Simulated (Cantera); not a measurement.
# SiCl₄ + Cl₂ + H₂ (silicon epitaxy and polysilicon growth)

Feed: 1 mol SiCl₄, 0.026 mol Cl₂, 17 mol H₂, held at 0.100 bar.

These are equilibrium values from Cantera (NASA tables, ideal gas, pure condensed phases), not measurements of a reactor. Candidate condensed phases: Si; 19 gas species. The tables' values for SiCl₃, SiCl are old estimates; treat these amounts as uncertain. Equilibrium is a limit: real reactors are often held back by kinetics, nucleation or transport.

From 848 K to 998 K nothing is condensed. From 1073 K to 1673 K the condensed part is Si(s). The main Si-bearing gas is SiCl₄ at 848 K and SiCl₂ at 1673 K.

```tsv
T (K)	x H₂	x HCl	x SiCl₂	x SiCl₄	x SiHCl₃	x SiCl₃	x SiH₂Cl₂	x H	n Si(s)
848	0.934	0.0102	2.43e-6	0.0482	0.00713	4.03e-5	9.24e-5	5.82e-11	0
923	0.930	0.0141	3.76e-5	0.0445	0.0105	0.000204	0.000241	7.46e-10	0
998	0.926	0.0190	0.000351	0.0402	0.0136	0.000758	0.000496	6.54e-9	0
1073	0.918	0.0283	0.00170	0.0356	0.0141	0.00195	0.000656	4.24e-8	0.0209
1148	0.904	0.0450	0.00490	0.0298	0.0120	0.00364	0.000608	2.15e-7	0.0700
1223	0.887	0.0645	0.0114	0.0218	0.00926	0.00559	0.000524	8.95e-7	0.105
1298	0.869	0.0835	0.0213	0.0130	0.00612	0.00682	0.000405	3.16e-6	0.113
1373	0.854	0.0974	0.0319	0.00610	0.00338	0.00649	0.000278	9.73e-6	0.0954
1448	0.846	0.105	0.0399	0.00236	0.00163	0.00506	0.000174	2.68e-5	0.0713
1523	0.842	0.107	0.0448	0.000851	0.000749	0.00357	0.000106	6.71e-5	0.0500
1598	0.841	0.108	0.0478	0.000312	0.000349	0.00246	6.51e-5	0.000154	0.0321
1673	0.840	0.108	0.0497	0.000121	0.000170	0.00170	4.11e-5	0.000330	0.0165
```
x: gas mole fraction; n: condensed amount in mol.
